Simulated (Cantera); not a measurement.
Input (Python, Cantera) and output of one run.

```python
import numpy as np
import cantera as ct

gas_names = [...]  # 109 gases of nasa_gas.yaml made of C, Cl, H, Si
cond_names = """
    C(gr) C6H6(L) C7H8(L) C8H18(L),n-octa Si(cr) Si(L) SiC(b)
""".split()


# ... load() reads the species with a 1 bar reference pressure and builds the phases ...
atoms = {
    'SiHCl3': {'Si': 1, 'H': 1, 'CL': 3},
    'H2': {'H': 2},
    'C2H2': {'C': 2, 'H': 2},
}
top_T = {'C(gr)': 4500, 'SiC(b)': 3050}  # K; cautious upper limits of use, not melting points


# ... equilibrate(T, P, feed) seeds the gas with the atoms and calls Mixture.equilibrate('TP', solver="vcs", rtol=1e-11, max_steps=5000) ...
results = []
feed = {'SiHCl3': 1, 'H2': 19, 'C2H2': 1.1}  # mol
T = 1023  # K
P = 3800  # Pa
mix = equilibrate(T, P, feed)
results.append((T, P, feed, dict(zip(mix.species_names, mix.species_moles))))
x = sorted(zip(gas.X, gas.species_names), reverse=True)
print(f"T = {T:g} K  P = {P:g} Pa  gas = {mix.phase_moles(0):.4g} mol")
print("   x: " + "  ".join(f"{s} {v:.3e}" for v, s in x if v > 1e-05))
print("   condensed (mol): " + ("  ".join(f"{mix.phase(i).name} {mix.phase_moles(i):.4g}"
      for i in range(1, mix.n_phases) if mix.phase_moles(i) > 1e-12) or "none"))
```

Result:

```
T = 1023 K  P = 3800 Pa  gas = 21.89 mol
   x: H2 8.824e-01  HCL 1.080e-01  SiCL4 6.862e-03  CH4 2.220e-03  SiHCL3 4.746e-04  SiCL3 6.020e-05  SiCL2 1.115e-05
   condensed (mol): C(gr) 1.314  SiC(b) 0.8378
```

Equilibrium computed with Cantera from the NASA thermochemical tables; the gas is ideal and each condensed phase is pure. The tables' values for SiCl3 are old estimates; treat these amounts as uncertain.
